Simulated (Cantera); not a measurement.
## Equilibrium for titanium nitride, carbide and oxide coatings: Ti + H2O + H2

A closed system holds: 1 mol Ti, 0.31 mol H2O, 170 mol H2, equilibrated at 5200 Pa.

Cantera equilibrium calculation (NASA polynomials, part measured and part estimated; ideal gas, pure solids and liquids). Candidate condensed phases: H2O, Ti, TiO, TiO2, Ti2O3, Ti3O5, Ti4O7; 12 gas species. Each liquid is taken as pure. Mutual solubility and eutectic melting of coexisting phases are not modelled. TiO: taken at fixed stoichiometry. Condensed phases not in the tables: N, O or C dissolved in the metal. Equilibrium is a limit: real reactors are often held back by kinetics, nucleation or transport.

From 1725 K to 1925 K the condensed part is Ti(β) + TiO(s). From 1950 K to 2000 K the condensed part is Ti(l) + TiO(s). From 2025 K to 2050 K the condensed part is Ti(l) + TiO(l). The main Ti-bearing gas is Ti throughout. The share of Ti in condensed phases is highest at 1725 K (100.0 %) and lowest at 2050 K (93.3 %).

| T (K) | log p H2 | log p H | log p Ti | log p TiO | log p H2O | log p TiO2 | log p OH | n Ti(β) | n TiO(s) | n Ti(l) | n TiO(l) |
|---|---|---|---|---|---|---|---|---|---|---|---|
| 1725 | -1.28 | -4.37 | -6.89 | -8.47 | -8.26 | -13.13 | -12.61 | 0.690 | 0.310 | 0 | 0 |
| 1750 | -1.28 | -4.28 | -6.69 | -8.23 | -8.14 | -12.81 | -12.37 | 0.689 | 0.310 | 0 | 0 |
| 1775 | -1.28 | -4.18 | -6.50 | -7.99 | -8.03 | -12.51 | -12.13 | 0.689 | 0.310 | 0 | 0 |
| 1800 | -1.28 | -4.09 | -6.31 | -7.76 | -7.91 | -12.21 | -11.90 | 0.688 | 0.310 | 0 | 0 |
| 1825 | -1.28 | -4.00 | -6.13 | -7.54 | -7.81 | -11.92 | -11.67 | 0.688 | 0.310 | 0 | 0 |
| 1850 | -1.29 | -3.91 | -5.95 | -7.33 | -7.70 | -11.64 | -11.46 | 0.686 | 0.310 | 0 | 0 |
| 1875 | -1.29 | -3.83 | -5.78 | -7.12 | -7.60 | -11.37 | -11.25 | 0.685 | 0.310 | 0 | 0 |
| 1900 | -1.29 | -3.74 | -5.62 | -6.91 | -7.50 | -11.11 | -11.04 | 0.682 | 0.309 | 0 | 0 |
| 1925 | -1.29 | -3.66 | -5.45 | -6.71 | -7.40 | -10.85 | -10.84 | 0.679 | 0.309 | 0 | 0 |
| 1950 | -1.29 | -3.58 | -5.30 | -6.52 | -7.30 | -10.60 | -10.64 | 0 | 0.309 | 0.674 | 0 |
| 1975 | -1.29 | -3.51 | -5.15 | -6.33 | -7.21 | -10.35 | -10.45 | 0 | 0.308 | 0.667 | 0 |
| 2000 | -1.29 | -3.43 | -5.00 | -6.15 | -7.11 | -10.11 | -10.26 | 0 | 0.307 | 0.658 | 0 |
| 2025 | -1.29 | -3.36 | -4.86 | -5.97 | -7.02 | -9.87 | -10.07 | 0 | 0 | 0.645 | 0.306 |
| 2050 | -1.29 | -3.29 | -4.72 | -5.81 | -6.95 | -9.67 | -9.91 | 0 | 0 | 0.628 | 0.305 |
log p: log10 of the partial pressure in bar; n: condensed amount in mol.
